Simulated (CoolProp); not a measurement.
A simple Rankine cycle with ethanol: condensing at 294.15 K, boiler at 0.504 MPa, turbine inlet 400.7 K, turbine efficiency 0.75, pump efficiency 0.6, no recuperator. Each further row changes one setting.

Computed with CoolProp (reference Helmholtz-energy equation of state, Schroeder 2014).

```
case                             thermal efficiency (%)  net work (kJ/kg)  heat in (kJ/kg)  turbine exit temperature (K)  volume ratio over the turbine
-------------------------------  ----------------------  ----------------  ---------------  ----------------------------  -----------------------------
as stated                                          17.3               183             1060                         294.1                           61.6
turbine inlet 420.7 K                              17.4               192             1100                         294.1                           59.5
condensing temperature 286.15 K                    18.5                 …             1080                         286.2                           97.4
boiler pressure 0.353 MPa                             …               173                …                         294.1                           42.8
turbine efficiency 0.65                            15.0               159             1060                         294.1                              …
```

### Question
Complete the blanks.

### Answer

- condensing temperature 286.15 K, net work (kJ/kg): 200
- boiler pressure 0.353 MPa, thermal efficiency (%): 16.1
- boiler pressure 0.353 MPa, heat in (kJ/kg): 1070
- turbine efficiency 0.65, volume ratio over the turbine: 63.3

The expansion ends wet for: as stated; turbine inlet 420.7 K; condensing temperature 286.15 K; boiler pressure 0.353 MPa; turbine efficiency 0.65.
